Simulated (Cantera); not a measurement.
Feed: 1 mol Fe2O3, 0.32 mol CH4, 0.94 mol CO, held at 950 °C and 3450 Torr.

Equilibrium computed with Cantera from the NASA thermochemical tables; the gas is ideal and each condensed phase is pure. Candidate condensed phases: C, C6H6, C7H8, C8H18, Fe, Fe(CO)5, FeO, Fe(OH)2, Fe(OH)3, Fe2O3, Fe3O4, H2O; 114 gas species. The tables' stoichiometric FeO is somewhat more stable than real wüstite, so its field is too wide. FeO: taken at fixed stoichiometry. Kinetics and transport are ignored.

Base state: CO 0.445, CO2 0.218, H2 0.196, H2O 0.140, CH4 0.000136 (mole fractions); condensed: FeO(s).

Problem. What changes in the equilibrium state with this change: 0.78 mol O2 added?

Solution. 
```json
[
 {"species": "CO2", "before": "0.218", "after": "0.629"},
 {"species": "H2O", "before": "0.140", "after": "0.325"},
 {"species": "CO", "before": "0.445", "after": "0.0339"},
 {"species": "H2", "before": "0.196", "after": "0.0120"},
 {"species": "CH4", "before": "0.000136", "after": "1.02e-9"},
 {"species": "FeO(s), mol", "before": "2.00", "after": "0.718"},
 {"species": "Fe3O4(s), mol", "before": "0", "after": "0.427"}
]
```
Mutual solubility and eutectic melting of coexisting phases are not modelled.
